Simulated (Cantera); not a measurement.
An adiabatic, constant-pressure homogeneous reactor starts with CH₄ : CO : O₂ : N₂ = 1 : 0.1 : 4.66 : 17.5 (molar parts), at 1400 K and 2.10 bar.

Cantera simulation using GRI-Mech 3.0 (53 species, 325 reactions); the numbers are that mechanism's predictions, not measurements.

Problem. Predict: time of steepest temperature rise; temperature at 0.600 s; equilibrium temperature; x(CO) at 0.600 s; x(O₂) at 0.600 s; x(OH) at 0.600 s; x(H₂) at 0.600 s; x(NO) at 0.600 s.

Solution. 
| Item | Value |
|---|---|
| time of steepest temperature rise | 1.34 ms |
| temperature at 0.600 s | 2278 K |
| equilibrium temperature | 2278 K |
| x(CO) at 0.600 s | 0.001000 (gas-phase equilibrium 0.001000) |
| x(O₂) at 0.600 s | 0.106 (gas-phase equilibrium 0.106) |
| x(OH) at 0.600 s | 0.00434 (gas-phase equilibrium 0.00434) |
| x(H₂) at 0.600 s | 0.000326 (gas-phase equilibrium 0.000326) |
| x(NO) at 0.600 s | 0.0104 (gas-phase equilibrium 0.0104) |
